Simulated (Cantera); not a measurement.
Cantera with NASA thermochemical tables; ideal gases at 1 bar, condensed phases pure. Values are per mole of reaction as written; species without (g) are pure solids or liquids, kept so even where they would boil at 1 bar.

Between 375 and 1275 K, where is each reaction favourable under standard conditions?
- 3 MgI₂ + O₃(g) = 3 MgO + 3 I₂(g)


- 3 MgI₂ + O₃(g) = 3 MgO + 3 I₂(g): ΔG° is -745 kJ at 375 K and -881 kJ at 1275 K; it stays negative (K > 1). ΔH° is -805 kJ and ΔS° 60 J/K at 1275 K.
